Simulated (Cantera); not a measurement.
A perfectly stirred reactor is fed with CH₄ : O₂ : N₂ = 1 : 3.51 : 13.2 (molar parts), at 1.00 bar; it is adiabatic with a 475 K inlet, and is followed from long to short residence time, starting on the burning branch (τ in s: 0.076, 0.034, 0.015, 0.0068, 0.003, 0.0013, 0.0006, 0.00027, 0.00012, 5.3e-05, 2.4e-05).

Model: GRI-Mech 3.0 (53 species, 325 reactions), integrated in Cantera.

**Question.** Predict: blow-out, bracketed by the residence times tried; x(CH₄) at τ = 76.0 ms; x(O₂) at τ = 76.0 ms; x(NO₂) at τ = 76.0 ms; x(CH₃) at τ = 76.0 ms; x(H₂O) at τ = 76.0 ms; x(CH₄) at τ = 1.30 ms; x(O₂) at τ = 1.30 ms; x(NO₂) at τ = 1.30 ms; x(CH₃) at τ = 1.30 ms; x(H₂O) at τ = 1.30 ms.

**Answer.** 
| Quantity | Value |
|---|---|
| blow-out, bracketed by the residence times tried | burning at 0.270 ms, out at 0.120 ms |
| x(CH₄) at τ = 76.0 ms | 1.41e-5 |
| x(O₂) at τ = 76.0 ms | 0.0851 |
| x(NO₂) at τ = 76.0 ms | 2.30e-8 |
| x(CH₃) at τ = 76.0 ms | 2.93e-6 |
| x(H₂O) at τ = 76.0 ms | 0.112 |
| x(CH₄) at τ = 1.30 ms | 0.000209 |
| x(O₂) at τ = 1.30 ms | 0.0872 |
| x(NO₂) at τ = 1.30 ms | 5.81e-9 |
| x(CH₃) at τ = 1.30 ms | 2.87e-5 |
| x(H₂O) at τ = 1.30 ms | 0.109 |
